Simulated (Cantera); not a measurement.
## Thermodynamics of silicon nitride deposition, feed trisilylamine + N2 + H2O

A closed system holds: 1 mol trisilylamine, 21 mol N2, 0.12 mol H2O, equilibrated at 20.0 mbar.

Method: chemical equilibrium by Gibbs-energy minimisation in Cantera with the NASA 1993 tables (ideal gas, pure condensed phases). Candidate condensed phases: H2O, Si, SiO2, Si2N2O, Si3N4; 35 gas species. The feed counts by its element totals alone. Mutual solubility and eutectic melting of coexisting phases are not modelled. The tables' values for SiN are old estimates; treat these amounts as uncertain. Gases not in the tables: Si2H6 and higher silanes. Kinetics and transport are ignored.

From 1098 K to 1698 K the condensed part is Si2N2O(s) + Si3N4(s). At 1773 K the condensed part is Si3N4(s). From 1848 K to 2073 K the condensed part is Si(l).

| T (K) | x N2 | x H2 | x H | x Si | x SiO | x Si2N | x SiH | x SiN | n Si2N2O(s) | n Si3N4(s) | n Si(l) |
|---|---|---|---|---|---|---|---|---|---|---|---|
| 1098 | 0.809 | 0.191 | 7.65e-8 | <1e-12 | <1e-12 | <1e-12 | <1e-12 | <1e-12 | 0.120 | 0.920 | 0 |
| 1173 | 0.809 | 0.191 | 3.65e-7 | <1e-12 | 1.43e-11 | <1e-12 | <1e-12 | <1e-12 | 0.120 | 0.920 | 0 |
| 1248 | 0.809 | 0.191 | 1.44e-6 | <1e-12 | 5.17e-10 | <1e-12 | <1e-12 | <1e-12 | 0.120 | 0.920 | 0 |
| 1323 | 0.809 | 0.191 | 4.90e-6 | 6.48e-12 | 1.24e-8 | <1e-12 | 2.94e-12 | 2.49e-12 | 0.120 | 0.920 | 0 |
| 1398 | 0.809 | 0.191 | 1.46e-5 | 1.89e-10 | 2.10e-7 | <1e-12 | 5.90e-11 | 4.93e-11 | 0.120 | 0.920 | 0 |
| 1473 | 0.809 | 0.191 | 3.91e-5 | 3.91e-9 | 2.65e-6 | 1.49e-11 | 8.68e-10 | 7.18e-10 | 0.120 | 0.920 | 0 |
| 1548 | 0.809 | 0.191 | 9.52e-5 | 5.99e-8 | 2.60e-5 | 4.80e-10 | 9.80e-9 | 8.02e-9 | 0.119 | 0.920 | 0 |
| 1623 | 0.809 | 0.191 | 0.000214 | 7.10e-7 | 0.000205 | 1.11e-8 | 8.80e-8 | 7.14e-8 | 0.115 | 0.922 | 0 |
| 1698 | 0.808 | 0.191 | 0.000446 | 6.74e-6 | 0.00135 | 1.94e-7 | 6.49e-7 | 5.23e-7 | 0.0874 | 0.931 | 0 |
| 1773 | 0.805 | 0.189 | 0.000875 | 5.29e-5 | 0.00493 | 2.65e-6 | 4.02e-6 | 3.22e-6 | 0 | 0.959 | 0 |
| 1848 | 0.818 | 0.175 | 0.00157 | 0.000314 | 0.00457 | 2.36e-5 | 1.85e-5 | 1.55e-5 | 0 | 0 | 2.87 |
| 1923 | 0.817 | 0.174 | 0.00278 | 0.000848 | 0.00456 | 4.83e-5 | 4.10e-5 | 3.42e-5 | 0 | 0 | 2.85 |
| 1998 | 0.815 | 0.173 | 0.00472 | 0.00213 | 0.00455 | 9.35e-5 | 8.52e-5 | 7.10e-5 | 0 | 0 | 2.81 |
| 2073 | 0.812 | 0.171 | 0.00768 | 0.00498 | 0.00453 | 0.000172 | 0.000167 | 0.000140 | 0 | 0 | 2.73 |
x: gas mole fraction; n: condensed amount in mol.
